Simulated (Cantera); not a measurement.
Feed: 1 mol trisilylamine, 3.4 mol N₂, at 750 Torr.

These are equilibrium values from Cantera (NASA tables, ideal gas, pure condensed phases), not measurements of a reactor. Candidate condensed phases: Si, Si₃N₄; 18 gas species. The feed counts by its element totals alone. Rates play no part.

Problem. At 773 K, list the 3 most abundant gas species with their mole fractions, and the condensed phases.

Solution. H₂ 0.702, N₂ 0.297, NH₃ 0.00127. Condensed: Si₃N₄(s).
